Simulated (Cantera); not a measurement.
A Cantera script and what it prints.

```python
import numpy as np
import cantera as ct

gas_names = [...]  # 151 gases of nasa_gas.yaml made of C, H, N, O, Si
cond_names = """
    C(gr) C6H6(L) C7H8(L) C8H18(L),n-octa H2O(s) H2O(L) Si(cr) Si(L) SiC(b) SiO2(Lqz) SiO2(hqz) SiO2(L)
    Si2N2O(s) Si3N4(a)
""".split()


# ... load() reads the species with a 1 bar reference pressure and builds the phases ...
atoms = {
    'HMDSO': {'Si': 2, 'C': 6, 'H': 18, 'O': 1},
    'N2O': {'N': 2, 'O': 1},
}
top_T = {'C(gr)': 4500, 'SiC(b)': 3050, 'Si2N2O(s)': 2100, 'Si3N4(a)': 2400}  # K; cautious upper limits of use, not melting points


# ... equilibrate(T, P, feed) seeds the gas with the atoms and calls Mixture.equilibrate('TP', solver="vcs", rtol=1e-11, max_steps=5000) ...
results = []
feed = {'HMDSO': 1, 'N2O': 1.3}  # mol
P = 13332.2  # Pa
for T in [798, 823, 848, 873, 898, 923, 948, 973, 998, 1023, 1048, 1073, 1098]:
    mix = equilibrate(T, P, feed)
    results.append((T, P, feed, dict(zip(mix.species_names, mix.species_moles))))

top = {s: max(r[3][s] / sum(r[3][g] for g in gas_names) for r in results) for s in gas_names}
cols = sorted((s for s in top if top[s] > 1e-05), key=lambda s: -top[s])[:6]
seen = [c for c in cond_names if any(r[3].get(c, 0) > 1e-12 for r in results)]
print("log10 of partial pressures in bar; condensed amounts in mol")
print(f"{'T/K':>10s}" + "".join(f"{s[:9]:>10s}" for s in cols + seen))
for T, P, feed, n in results:
    ng = sum(n[g] for g in gas_names)
    print(f"{T:10.4g}" + "".join(f"{np.log10(max(n[s] / ng * P / 1e5, 1e-99)):10.3f}" for s in cols)
          + "".join(f"{n.get(c, 0):10.4g}" for c in seen))
```

Result:

```
log10 of partial pressures in bar; condensed amounts in mol
       T/K        H2       CH4        N2        CO       NH3       H2O     C(gr) SiO2(Lqz) SiO2(hqz) Si2N2O(s)
       798    -0.973    -1.804    -1.950    -6.434    -4.950    -6.016     4.974    0.8666         0    0.5667
       823    -0.955    -1.940    -1.962    -6.081    -5.036    -5.914     5.228    0.8666         0    0.5667
       848    -0.942    -2.077    -1.972    -5.749    -5.122    -5.823     5.425         0    0.8665    0.5667
       873    -0.933    -2.214    -1.979    -5.436    -5.208    -5.740     5.573         0    0.8664    0.5668
       898    -0.927    -2.347    -1.984    -5.140    -5.291    -5.664     5.682         0    0.8662    0.5669
       923    -0.922    -2.477    -1.988    -4.860    -5.372    -5.594     5.762         0    0.8659    0.5671
       948    -0.919    -2.603    -1.991    -4.595    -5.451    -5.528     5.819         0    0.8653    0.5673
       973    -0.916    -2.724    -1.993    -4.344    -5.526    -5.467     5.861         0    0.8643    0.5678
       998    -0.915    -2.840    -1.995    -4.105    -5.599    -5.409      5.89         0    0.8627    0.5687
      1023    -0.914    -2.952    -1.997    -3.879    -5.669    -5.355      5.91         0    0.8601      0.57
      1048    -0.913    -3.060    -1.999    -3.663    -5.736    -5.304     5.921         0    0.8559     0.572
      1073    -0.913    -3.163    -2.002    -3.458    -5.801    -5.256     5.925         0    0.8495    0.5753
      1098    -0.912    -3.262    -2.006    -3.262    -5.864    -5.211      5.92         0    0.8398    0.5801
```

These are equilibrium values from Cantera (NASA tables, ideal gas, pure condensed phases), not measurements of a reactor. The feed counts by its element totals alone. Mutual solubility and eutectic melting of coexisting phases are not modelled.
